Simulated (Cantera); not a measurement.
Charge: 1 mol SiH4, 0.017 mol HCl, 100 mol H2, held at 3400 Pa.

Cantera equilibrium calculation (NASA polynomials, part measured and part estimated; ideal gas, pure solids and liquids). Candidate condensed phases: Si; 19 gas species. Gases not in the tables: Si2H6 and higher silanes. Rates play no part.

Problem. Which condensed phases are stable at each of these points (T (K)): 1350, 1450, 1550, 1650, 1750, 1850, 1950, 2050, 2150, 2250, 2350?

Solution. 
```json
[
 {"T (K)": "1350", "condensed phases": "Si(s)", "Si condensed (%)": "100.0"},
 {"T (K)": "1450", "condensed phases": "Si(s)", "Si condensed (%)": "100.0"},
 {"T (K)": "1550", "condensed phases": "Si(s)", "Si condensed (%)": "100.0"},
 {"T (K)": "1650", "condensed phases": "Si(s)", "Si condensed (%)": "99.8"},
 {"T (K)": "1750", "condensed phases": "Si(l)", "Si condensed (%)": "99.2"},
 {"T (K)": "1850", "condensed phases": "Si(l)", "Si condensed (%)": "97.2"},
 {"T (K)": "1950", "condensed phases": "Si(l)", "Si condensed (%)": "90.8"},
 {"T (K)": "2050", "condensed phases": "Si(l)", "Si condensed (%)": "71.9"},
 {"T (K)": "2150", "condensed phases": "Si(l)", "Si condensed (%)": "20.3"},
 {"T (K)": "2250", "condensed phases": "gas only", "Si condensed (%)": "0.0"},
 {"T (K)": "2350", "condensed phases": "gas only", "Si condensed (%)": "0.0"}
]
```

From 1350 K to 1650 K the condensed part is Si(s). From 1750 K to 2150 K the condensed part is Si(l). From 2250 K to 2350 K nothing is condensed.
